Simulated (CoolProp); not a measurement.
n-nonane at 437.64 K and 12.7 MPa flows at 3 m/s in a round tube of 6 mm bore and 45 µm roughness, fully developed (64/Re and Nu = 3.66 if laminar; Colebrook and Gnielinski if turbulent). Each further row changes one setting.

Values from CoolProp's reference Helmholtz-energy equation of state, Lemmon 2006. It is a short technical equation, of lower accuracy than the large ones.

```csv
case,Reynolds number,Darcy friction factor,pressure drop (Pa/m),heat-transfer coefficient (W/(m² K)),mass flow (kg/h)
as stated,50000,0.0359,16700,7670,190
velocity 6 m/s,99900,0.0352,65500,15300,379
diameter 12 mm,99900,0.0290,6760,6710,758
```

Viscosity comes from a separate model (Huber 2004). Thermal conductivity comes from a separate model (Huber 2005).
